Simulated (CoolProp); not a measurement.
Properties of ethanol along the isotherm 346.85 °C (Tc = 241.6 °C, pc = 6.268 MPa, ω = 0.644).

The numbers come from the reference Helmholtz-energy equation of state, Schroeder 2014 in CoolProp.

```
p (MPa)          phase       Z  speed of sound (m/s)  viscosity (µPa s)  conductivity (mW/(m K))
-------  -------------  ------  --------------------  -----------------  -----------------------
1.04               gas  0.9796                 342.6               18.2                     55.1
2.09               gas  0.9586                 337.1               18.5                     57.1
3.13               gas  0.9371                 331.6               18.8                     59.2
4.18               gas  0.9146                 325.7               19.1                     61.5
5.22               gas  0.8914                 319.6               19.6                     64.0
6.27     supercritical  0.8668                 313.1               20.2                     66.9
7.31     supercritical  0.8411                 306.3               20.9                     70.0
8.36     supercritical  0.8138                 299.1               21.7                     73.4
9.4      supercritical  0.7853                 291.9               22.7                     77.2
```

Viscosity comes from a separate model (Kiselev 2005). Thermal conductivity comes from a separate model (Assael 2013).
